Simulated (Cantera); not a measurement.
Charge: 1 mol Fe2O3, 1.2 mol C, 0.63 mol CO, equilibrated at 64.0 Pa.

Equilibrium computed with Cantera from the NASA thermochemical tables; the gas is ideal and each condensed phase is pure. Candidate condensed phases: C, Fe, Fe(CO)5, FeO, Fe2O3, Fe3O4; 15 gas species. Mutual solubility and eutectic melting of coexisting phases are not modelled. The tables' stoichiometric FeO is somewhat more stable than real wüstite, so its field is too wide. FeO: taken at fixed stoichiometry. The numbers say what is thermodynamically allowed, not how fast it happens.

### Question
Which condensed phases are stable at each of these points (T (°C)): 1025, 1075, 1125, 1175, 1225, 1275, 1325, 1375, 1425?

### Answer
```json
[
 {"T (°C)": "1025", "condensed phases": "Fe(γ) + FeO(s)", "Fe condensed (%)": "100.0"},
 {"T (°C)": "1075", "condensed phases": "Fe(γ) + FeO(s)", "Fe condensed (%)": "100.0"},
 {"T (°C)": "1125", "condensed phases": "Fe(γ) + FeO(s)", "Fe condensed (%)": "100.0"},
 {"T (°C)": "1175", "condensed phases": "Fe(γ) + FeO(s)", "Fe condensed (%)": "100.0"},
 {"T (°C)": "1225", "condensed phases": "Fe(γ) + FeO(s)", "Fe condensed (%)": "100.0"},
 {"T (°C)": "1275", "condensed phases": "Fe(γ) + FeO(s)", "Fe condensed (%)": "99.9"},
 {"T (°C)": "1325", "condensed phases": "Fe(γ) + FeO(s)", "Fe condensed (%)": "99.8"},
 {"T (°C)": "1375", "condensed phases": "Fe(γ) + FeO(s)", "Fe condensed (%)": "99.6"},
 {"T (°C)": "1425", "condensed phases": "Fe(δ) + FeO(l)", "Fe condensed (%)": "99.1"}
]
```

From 1025 °C to 1375 °C the condensed part is Fe(γ) + FeO(s). At 1425 °C the condensed part is Fe(δ) + FeO(l).
